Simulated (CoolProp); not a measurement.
Ethylbenzene along the isobar 5480 kPa: Z from the reference equation and from simpler models built on Tc = 617.1 K, pc = 3622 kPa, ω = 0.304; each cubic takes its own stable root.

Model: reference Helmholtz-energy equation of state, Zhou 2012, in CoolProp.

| T (K) | phase | reference |
|---|---|---|
| 270.3 | liquid | 0.2908 |
| 280.1 | liquid | 0.2833 |
| 289.9 | liquid | 0.2763 |
| 299.8 | liquid | 0.2698 |
| 309.6 | liquid | 0.2638 |
| 319.4 | liquid | 0.2582 |
| 329.3 | liquid | 0.2530 |
| 339.1 | liquid | 0.2482 |
| 348.9 | liquid | 0.2437 |
| 358.8 | liquid | 0.2395 |
| 368.6 | liquid | 0.2357 |
| 378.4 | liquid | 0.2321 |

Question: How far does each simpler model (van der Waals, Redlich-Kwong, Soave-Redlich-Kwong, Peng-Robinson) lie from the reference over these 12 states: mean and median of the absolute difference, and the worst?

Answer: 
- van der Waals: mean 70.5 %, median 70.5 %, worst +72.7 % at 270.3 K and 5480 kPa
- Redlich-Kwong: mean 16.4 %, median 16.3 %, worst +17.0 % at 270.3 K and 5480 kPa
- Soave-Redlich-Kwong: mean 13.5 %, median 13.4 %, worst +14.9 % at 270.3 K and 5480 kPa
- Peng-Robinson: mean 1.0 %, median 0.9 %, worst +2.4 % at 270.3 K and 5480 kPa
